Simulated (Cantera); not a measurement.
Input: 1 mol Pb, 0.011 mol O2, 32 mol N2, equilibrated at 1550 K and 0.100 bar.

These are equilibrium values from Cantera (NASA tables, ideal gas, pure condensed phases), not measurements of a reactor. Candidate condensed phases: Pb, PbO, PbO2, Pb3O4; 12 gas species. The numbers say what is thermodynamically allowed, not how fast it happens.

Base state: N2 0.970, Pb 0.0296, PbO 0.000664 (mole fractions); condensed: gas only.

### Question
What changes in the equilibrium state with this change: temperature from 1550 K to 875 K?

### Answer
| species | before | after |
|---|---|---|
| N2 | 0.970 | 1.000 |
| Pb | 0.0296 | 6.74e-6 |
| PbO | 0.000664 | 2.57e-8 |
| Pb(l), mol | 0 | 0.978 |
| PbO(yellow), mol | 0 | 0.0220 |
